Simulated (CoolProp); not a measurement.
Vapour-liquid equilibrium of p-xylene (1) + n-nonane (2) at 244.45 °C; x and y are mole fractions of (1).

Computed with CoolProp (multi-fluid Helmholtz-energy mixture model, Zhou 2012 and Lemmon 2006; pair parameters Bell 2016).

```csv
x,bubble pressure (MPa),y at the bubble point,dew pressure at overall composition x (MPa),liquid density (mol/L)
0.05,0.7348,0.060,0.7331,4.021
0.125,0.7497,0.146,0.7461,4.130
0.2,0.7640,0.229,0.7590,…
0.275,0.7779,0.310,0.7719,4.365
0.35,0.7914,0.388,0.7849,4.492
0.425,0.8047,0.464,0.7978,…
0.5,…,0.539,0.8109,4.767
0.575,0.8308,0.613,0.8241,4.916
0.65,0.8437,0.685,0.8375,5.073
0.725,0.8567,0.755,0.8512,5.239
0.8,0.8699,0.824,0.8652,5.414
0.875,0.8832,0.892,0.8799,5.599
0.95,0.8967,0.957,0.8952,5.795
```

Complete the blanks.


- 0.2, liquid density (mol/L): 4.245
- 0.425, liquid density (mol/L): 4.626
- 0.5, bubble pressure (MPa): 0.8178

No azeotrope shows between x = 0.05 and 0.95.

The pair parameters rest on a limited set of measurements; away from them the model extrapolates.
